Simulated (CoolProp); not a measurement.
Saturated liquid density (kg/m³) of C3F8 (R218): the reference equation beside estimates from Tc = 345.0 K, pc = 2.640 MPa, ω = 0.317.

Computed with CoolProp (reference Helmholtz-energy equation of state, Lemmon 2006). It is a short technical equation, of lower accuracy than the large ones.

```
T (K)  reference  Redlich-Kwong  Soave-Redlich-Kwong  Peng-Robinson
-----  ---------  -------------  -------------------  -------------
162         1879           1715                 1758           1975
173         1841           1683                 1731           1946
184         1803           1649                 1701           1915
195.1       1764           1612                 1670           1881
206.1       1725           1573                 1636           1845
217.1       1685           1533                 1599           1806
228.1       1643           1489                 1559           1763
239.2       1600           1442                 1515           1715
250.2       1556           1392                 1468           1663
261.2       1509           1339                 1417           1606
272.3       1459           1281                 1359           1542
283.3       1405           1218                 1295           1470
```

Absolute difference from the reference over all 12 rows, mean and median: Redlich-Kwong 9.9 and 9.2 %, Soave-Redlich-Kwong 5.9 and 5.7 %, Peng-Robinson 6.3 and 6.5 %.
